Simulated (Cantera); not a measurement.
A closed system holds: 1 mol SiH2Cl2, 0.11 mol CH4, 220 mol H2, equilibrated at 0.133 bar.

These are equilibrium values from Cantera (NASA tables, ideal gas, pure condensed phases), not measurements of a reactor. Candidate condensed phases: C, C6H6, C7H8, C8H18, Si, SiC; 109 gas species. Mutual solubility and eutectic melting of coexisting phases are not modelled. Gases not in the tables: Si2H6 and higher silanes. Rates play no part.

Which condensed phases are stable at each of these points (T (°C)): 1100, 1250, 1400, 1550, 1700, 1850, 2000, 2150, 2300?


```json
[
 {"T (°C)": "1100", "condensed phases": "Si(s) + SiC(s)", "Si condensed (%)": "95.0"},
 {"T (°C)": "1250", "condensed phases": "Si(s) + SiC(s)", "Si condensed (%)": "94.6"},
 {"T (°C)": "1400", "condensed phases": "Si(s) + SiC(s)", "Si condensed (%)": "93.8"},
 {"T (°C)": "1550", "condensed phases": "Si(l) + SiC(s)", "Si condensed (%)": "93.1"},
 {"T (°C)": "1700", "condensed phases": "Si(l) + SiC(s)", "Si condensed (%)": "86.3"},
 {"T (°C)": "1850", "condensed phases": "Si(l) + SiC(s)", "Si condensed (%)": "53.1"},
 {"T (°C)": "2000", "condensed phases": "gas only", "Si condensed (%)": "0.0"},
 {"T (°C)": "2150", "condensed phases": "gas only", "Si condensed (%)": "0.0"},
 {"T (°C)": "2300", "condensed phases": "gas only", "Si condensed (%)": "0.0"}
]
```

From 1100 °C to 1400 °C the condensed part is Si(s) + SiC(s). From 1550 °C to 1850 °C the condensed part is Si(l) + SiC(s). From 2000 °C to 2300 °C nothing is condensed.
